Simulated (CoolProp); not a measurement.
Vapour-liquid equilibrium of CHF3 (R23) (1) + R125 (2) at 262.6 K; x and y are mole fractions of (1).

The numbers come from the multi-fluid Helmholtz-energy mixture model, Penoncello 2003 and Lemmon 2005; pair parameters Bell 2016 in CoolProp.

| x | bubble pressure (bar) | y at the bubble point | dew pressure at overall composition x (bar) | liquid density (mol/L) |
|---|---|---|---|---|
| 0.05 | 5.305 | 0.138 | 4.927 | 11.57 |
| 0.2 | 7.119 | 0.431 | 5.611 | (withheld) |
| 0.35 | 9.056 | (withheld) | 6.510 | 12.74 |
| 0.5 | 11.08 | 0.744 | (withheld) | 13.39 |
| 0.65 | 13.19 | 0.839 | 9.520 | (withheld) |
| 0.8 | (withheld) | 0.915 | 12.25 | (withheld) |
| 0.95 | 17.73 | 0.980 | 16.61 | 15.58 |

**Question.** What belongs in the gaps?

**Answer.** 
- 0.2, liquid density (mol/L): 12.14
- 0.35, y at the bubble point: 0.616
- 0.5, dew pressure at overall composition x (bar): 7.742
- 0.65, liquid density (mol/L): 14.07
- 0.8, bubble pressure (bar): 15.39
- 0.8, liquid density (mol/L): 14.80

No azeotrope shows between x = 0.05 and 0.95.

Pair parameters are fitted to limited data, so mixtures are less certain than the pure fluids.
